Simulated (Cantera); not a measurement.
Reactions in the system B-H-O

Standard-state values (1 bar) from the NASA 1993 polynomials, evaluated with Cantera. Values are per mole of reaction as written; species without (g) are pure solids or liquids, kept so even where they would boil at 1 bar.

2 B + 2 O2(g) + H2(g) ⇌ 2 HBO2(g)

| T (K) | ΔH° (kJ) | ΔS° (J/K) | ΔG° (kJ) | log10 K | condensed phases |
|---|---|---|---|---|---|
| 300 | -1121.3 | -73.3 | -1099.3 | 191.41 | B(s) |
| 1950 | -1150.8 | -110.9 | -934.5 | 25.03 | B(s) |
| 2050 | -1152.3 | -111.7 | -923.4 | 23.53 | B(s) |
| 2150 | -1153.9 | -112.4 | -912.2 | 22.16 | B(s) |
| 2250 | -1155.5 | -113.2 | -900.9 | 20.91 | B(s) |
| 2350 | -1157.2 | -113.9 | -889.5 | 19.77 | B(s) |
| 2450 | -1259.5 | -157.4 | -873.8 | 18.63 | B(l) |
| 2550 | -1261.5 | -158.2 | -858.1 | 17.58 | B(l) |
| 2650 | -1263.4 | -158.9 | -842.2 | 16.60 | B(l) |
| 2750 | -1265.4 | -159.7 | -826.3 | 15.69 | B(l) |
| 2850 | -1267.4 | -160.4 | -810.3 | 14.85 | B(l) |
